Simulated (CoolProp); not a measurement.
Vapour-liquid equilibrium of ethanol (1) + toluene (2) at 390.7 K; x and y are mole fractions of (1).

Computed with CoolProp (multi-fluid Helmholtz-energy mixture model, Schroeder 2014 and Lemmon 2006; pair parameters Bell 2016).

Give the bubble pressure and the first vapour's composition at x = 0.05, 0.15, 0.45. Is there an azeotrope?

x = 0.05: 0.1862 MPa, y = 0.355; x = 0.15: 0.2685 MPa, y = 0.577; x = 0.45: 0.3553 MPa, y = 0.725. y crosses x between x = 0.85 and 0.95: the model has an azeotrope there.

The pair parameters rest on a limited set of measurements; away from them the model extrapolates. With so large a gap from Raoult's law the liquid may split in two, which this calculation doesn't test in full.
